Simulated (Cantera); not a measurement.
An isothermal, constant-pressure homogeneous reactor starts with 9.43 % NO, 90.6 % N2, at 1748 K and 1.00 bar.

Cantera simulation using GRI-Mech 3.0 (53 species, 325 reactions); the numbers are that mechanism's predictions, not measurements.

x: mole fraction; the columns are a selection and need not sum to one.

| t (s) | x NO | x NO2 | x N2O | x O2 | x N2 | x O |
|---|---|---|---|---|---|---|
| 0.000800 | 0.0943 | 9.19e-7 | 8.90e-7 | 5.78e-9 | 0.906 | 2.26e-7 |
| 0.00149 | 0.0943 | 1.93e-6 | 1.49e-6 | 2.18e-8 | 0.906 | 3.70e-7 |
| 0.00279 | 0.0943 | 4.04e-6 | 2.28e-6 | 1.04e-7 | 0.906 | 6.55e-7 |
| 0.00521 | 0.0943 | 8.07e-6 | 3.07e-6 | 5.87e-7 | 0.906 | 1.18e-6 |
| 0.00972 | 0.0943 | 1.37e-5 | 3.54e-6 | 3.16e-6 | 0.906 | 1.89e-6 |
| 0.0181 | 0.0943 | 1.75e-5 | 3.66e-6 | 1.23e-5 | 0.906 | 2.35e-6 |
| 0.0339 | 0.0942 | 1.84e-5 | 3.66e-6 | 3.32e-5 | 0.906 | 2.45e-6 |
| 0.0632 | 0.0942 | 1.87e-5 | 3.66e-6 | [?] | 0.906 | 2.50e-6 |
| 0.118 | 0.0940 | 1.93e-5 | 3.64e-6 | 0.000147 | 0.906 | 2.58e-6 |
| 0.220 | 0.0937 | 2.03e-5 | 3.62e-6 | 0.000285 | 0.906 | 2.72e-6 |
| 0.412 | 0.0932 | 2.21e-5 | 3.58e-6 | 0.000541 | 0.906 | 2.96e-6 |
| 0.768 | 0.0922 | [?] | 3.51e-6 | [?] | 0.907 | [?] |
| 1.43 | 0.0905 | 2.93e-5 | 3.38e-6 | 0.00189 | 0.908 | 4.01e-6 |
| 2.68 | 0.0873 | 3.52e-5 | 3.15e-6 | 0.00348 | 0.909 | 4.96e-6 |
| 5.00 | 0.0817 | 4.19e-5 | 2.77e-6 | 0.00626 | 0.912 | 6.28e-6 |

Fill in the missing entries.


- 0.0632, x O2: 7.28e-5
- 0.768, x NO2: 2.50e-5
- 0.768, x O2: 0.00102
- 0.768, x O: 3.37e-6
